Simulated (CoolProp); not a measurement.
Vapour-liquid equilibrium of R1234yf (1) + isobutane (2) at 1.04 MPa; x and y are mole fractions of (1).

Computed with CoolProp (multi-fluid Helmholtz-energy mixture model, Lemmon 2022 and Bücker 2006; pair parameters Bell 2016).

```
x     bubble temperature (°C)  y at the bubble point  dew temperature at overall composition x (°C)  liquid density (mol/L)
----  -----------------------  ---------------------  ---------------------------------------------  ----------------------
0.05                     62.5                  0.132                                           65.9                   8.521
0.15                     54.9                  0.313                                           61.8                   8.622
0.25                     50.1                  0.429                                           57.6                   8.669
0.35                     46.9                  0.514                                           53.3                   8.695
0.45                     44.6                  0.583                                           49.3                   8.718
0.55                     42.9                  0.646                                           45.6                   8.748
0.65                     41.7                  0.709                                           42.8                   8.791
0.75                     40.9                  0.777                                           41.2                   8.847
0.85                     40.5                  0.855                                           40.5                   8.916
0.95                     40.6                  0.947                                           40.6                   8.993
```

y crosses x between x = 0.85 and 0.95: the model has an azeotrope there.

Pair parameters are fitted to limited data, so mixtures are less certain than the pure fluids.
